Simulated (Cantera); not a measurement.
# CO + O2 + H2 (carbon deposition, reforming and gasification)

Input: 1 mol CO, 1.2 mol O2, 94 mol H2, at 9600000 Pa.

Cantera equilibrium calculation (NASA polynomials, part measured and part estimated; ideal gas, pure solids and liquids). Candidate condensed phases: C, C6H6, C7H8, C8H18, H2O; 110 gas species. The ideal-gas law is rough above about 30 bar. Kinetics and transport are ignored.

From 275 °C to 2075 °C nothing is condensed. The main C-bearing gas is CH4 at 275 °C and CO at 2075 °C.

```tsv
T (°C)	x H2	x H2O	x CH4	x CO	x H	x CO2
275	0.953	0.0366	0.0108	<1e-12	<1e-12	<1e-12
425	0.953	0.0366	0.0108	1.22e-11	<1e-12	4.47e-12
575	0.953	0.0366	0.0108	1.04e-8	1.90e-12	1.24e-9
725	0.953	0.0366	0.0108	1.24e-6	2.14e-10	6.88e-8
875	0.953	0.0365	0.0107	4.29e-5	7.14e-9	1.39e-6
1025	0.953	0.0359	0.0101	0.000613	1.07e-7	1.32e-5
1175	0.957	0.0328	0.00718	0.00345	9.20e-7	4.98e-5
1325	0.961	0.0285	0.00311	0.00741	5.33e-6	7.32e-5
1475	0.963	0.0263	0.00101	0.00946	2.29e-5	7.14e-5
1625	0.964	0.0255	0.000333	0.0101	7.83e-5	6.39e-5
1775	0.964	0.0253	0.000123	0.0103	0.000224	5.72e-5
1925	0.964	0.0253	5.16e-5	0.0104	0.000558	5.18e-5
2075	0.963	0.0252	2.42e-5	0.0104	0.00124	4.76e-5
```
x: gas mole fraction; nothing condenses.
